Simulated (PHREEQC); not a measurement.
NaOH is added in steps, without added water, to 1 kg of water holding 0.0029 mol HF and 0.0017 mol NaCl, at 25 °C. Oxygen alone is held at its pressure in air (log pO2 = -0.68). No CO2 enters from the air. Nothing may precipitate in this run.

Base run: PHREEQC, ion-association model, phreeqc.dat. Each further column changes one thing. The table gives pH.

```csv
NaOH added (mol),base,diluted 10-fold with water,0.0033 mol/kgw K2SO4 added,temperature from 25 to 15 °C,solids may form
0,2.96,3.67,3.01,2.94,2.96
0.0004188,3.07,10.09,3.11,3.04,3.07
0.001047,3.26,10.86,3.29,3.22,3.26
0.001466,3.41,11.05,3.44,3.37,3.41
0.002094,3.73,11.23,3.74,3.67,3.73
0.002512,4.09,11.32,4.09,4.03,4.09
0.003141,10.34,11.42,10.32,10.69,10.34
0.003559,10.78,11.48,10.76,11.13,10.78
0.004188,11.07,11.55,11.05,11.42,11.07
0.004606,11.19,11.60,11.17,11.54,11.19
0.005234,11.32,11.65,11.31,11.67,11.32
0.005653,11.39,11.69,11.38,11.74,11.39
0.006281,11.48,11.73,11.47,11.83,11.48
0.0067,11.53,11.76,11.52,11.88,11.53
```

 Solids allowed in the column 'solids may form': Halite.
